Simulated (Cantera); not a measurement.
Mixture: CH4 : CO : O2 : N2 = 1 : 0.45 : 4.73 : 17.8 (molar parts), at 1.00 bar, adiabatic and at constant volume. Ignition delay is the time to a rise of 400 K.

Computed with Cantera and GRI-Mech 3.0 (53 species, 325 reactions).

**Question.** What does this change do: pressure from 1.00 bar to 10.0 bar?

**Answer.** 
| quantity | before | after |
|---|---|---|
| delay at 1025 K | 0.571 s | 68.2 ms |
| delay at 1125 K | 99.0 ms | 12.2 ms |
| delay at 1225 K | 21.2 ms | 2.88 ms |
| delay at 1325 K | 5.49 ms | 0.833 ms |
| delay at 1425 K | 1.75 ms | 0.282 ms |
| delay at 1525 K | 0.680 ms | 0.109 ms |
| apparent activation energy between 1325 and 1525 K | 180 kJ/mol | 170 kJ/mol |

**Question.** What does this change do: pressure from 1.00 bar to 35.0 bar?

**Answer.** 
```tsv
quantity	before	after
delay at 1025 K	0.571 s	21.7 ms
delay at 1125 K	99.0 ms	3.89 ms
delay at 1225 K	21.2 ms	0.918 ms
delay at 1325 K	5.49 ms	0.272 ms
delay at 1425 K	1.75 ms	95.7 µs
delay at 1525 K	0.680 ms	38.6 µs
apparent activation energy between 1325 and 1525 K	180 kJ/mol	160 kJ/mol
```
The pressure lies above the range GRI-Mech 3.0 was tuned for (to about 10 atm).
